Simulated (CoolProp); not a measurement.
Properties of R1123 along the isotherm 101.25 °C (Tc = 58.6 °C, pc = 45.49 bar, ω = 0.243).

The numbers come from the reference Helmholtz-energy equation of state, Akasaka 2020 in CoolProp.

| p (bar) | phase | density (kg/m³) | cv (kJ/(kg K)) |
|---|---|---|---|
| 0.36 | gas | 0.9503 | 0.8607 |
| 0.639 | gas | 1.689 | 0.8610 |
| 1.14 | gas | 3.021 | 0.8615 |
| 2.02 | gas | 5.378 | 0.8623 |
| 3.6 | gas | 9.663 | 0.8639 |
| 6.39 | gas | 17.41 | 0.8668 |
| 11.4 | gas | 31.94 | 0.8722 |
| 20.2 | gas | 59.66 | 0.8826 |
| 36 | gas | 118.8 | 0.9051 |
| 63.9 | supercritical | 276.0 | 0.9616 |
| 114 | supercritical | 658.9 | 0.9663 |
